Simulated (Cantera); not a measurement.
A freely propagating, adiabatic, planar premixed flame of CH3OH : O2 : N2 = 1 : 1.76 : 6.64 (molar parts), equivalence ratio 0.85, unburnt at 698 K and 450 Torr; mixture-averaged transport, grid criteria slope 0.08 and curve 0.16, no radiation.

Model: GRI-Mech 3.0 (53 species, 325 reactions), integrated in Cantera. GRI-Mech 3.0 was tuned for natural gas; its chemistry of methanol as a main component is partial and can be far from experiment. Burning velocities carry a grid error of a few per cent, more on coarse grids.

```tsv
quantity	before	after
laminar burning velocity	166 cm/s	124 cm/s
thermal thickness	0.424 mm	0.531 mm
peak x(CH4)	7.50e-5	5.30e-5
peak x(CH2)	7.86e-6	5.07e-6
peak x(HCN)	1.15e-7	8.47e-8
peak x(H)	0.00988	0.00741
```

Q: What was changed between the two runs?
(A) O2 1.76 to 1.4 parts
(B) O2 1.76 to 2.2 parts
(C) N2 6.64 to 8.4 parts
(D) inlet temperature 698 to 323 K

A: C, N2 6.64 to 8.4 parts
